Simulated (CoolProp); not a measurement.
The numbers come from the reference Helmholtz-energy equation of state, Gao 2020 in CoolProp.

### Question
For ammonia, give the phase and the viscosity (µPa s), Prandtl number at 262.9 K and 15300 kPa; 294.5 K and 15300 kPa; 420.8 K and 15300 kPa.

### Answer
- 262.9 K and 15300 kPa: liquid; viscosity 205, Prandtl number 1.50
- 294.5 K and 15300 kPa: liquid; viscosity 148, Prandtl number 1.31
- 420.8 K and 15300 kPa: supercritical; viscosity 33.8, Prandtl number 3.58

Viscosity comes from a separate model (Fenghour 1995). Thermal conductivity comes from a separate model (Tufeu 1984).
